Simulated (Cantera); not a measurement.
An isothermal, constant-pressure homogeneous reactor starts with 2.32 % CH3OH, 1.16 % O2, 96.5 % N2, equivalence ratio 3.0, at 1475 K and 2550 Torr.

Detailed kinetics in Cantera: GRI-Mech 3.0 (53 species, 325 reactions). GRI-Mech 3.0 was tuned for natural gas; its chemistry of methanol as a main component is partial and can be far from experiment.

x: mole fraction; the columns are a selection and need not sum to one.

```csv
t (s),x CH3OH,x O2,x NO,x N2O,x C2H6,x H2,x O
4.00e-5,0.0228,0.0115,3.06e-11,1.94e-9,(withheld),0.000202,2.65e-8
8.25e-5,0.0217,0.0111,1.16e-10,8.84e-9,(withheld),0.000934,6.67e-8
0.000170,0.0101,0.00759,1.05e-9,4.29e-8,(withheld),0.0119,7.20e-7
0.000350,1.06e-8,0.000328,1.70e-7,1.64e-8,4.71e-10,0.0225,3.72e-5
0.000722,7.79e-10,2.82e-7,3.45e-7,5.86e-10,1.34e-11,0.0252,6.82e-7
0.00149,3.75e-10,3.59e-8,3.51e-7,2.08e-10,8.30e-12,0.0261,9.13e-8
0.00307,2.17e-10,6.35e-9,3.36e-7,9.71e-11,6.45e-12,0.0264,1.65e-8
0.00632,1.23e-10,1.27e-9,2.94e-7,5.66e-11,4.76e-12,0.0267,3.33e-9
0.0130,6.55e-11,2.70e-10,2.29e-7,3.43e-11,3.26e-12,0.0268,7.12e-10
0.0269,3.33e-11,5.96e-11,1.60e-7,1.74e-11,2.17e-12,0.0269,1.58e-10
0.0554,1.66e-11,1.35e-11,1.03e-7,6.91e-12,1.46e-12,0.0269,3.65e-11
0.114,8.30e-12,3.22e-12,6.20e-8,2.24e-12,<1e-12,0.0270,8.84e-12
0.235,4.41e-12,<1e-12,3.49e-8,<1e-12,<1e-12,0.0270,2.48e-12
0.485,2.84e-12,<1e-12,1.68e-8,<1e-12,<1e-12,0.0270,1.03e-12
1.00,2.45e-12,<1e-12,5.27e-9,<1e-12,<1e-12,0.0270,<1e-12
```

### Question
Complete the blanks.

### Answer

- 4.00e-5, x C2H6: 9.42e-8
- 8.25e-5, x C2H6: 1.37e-7
- 0.000170, x C2H6: 9.49e-8
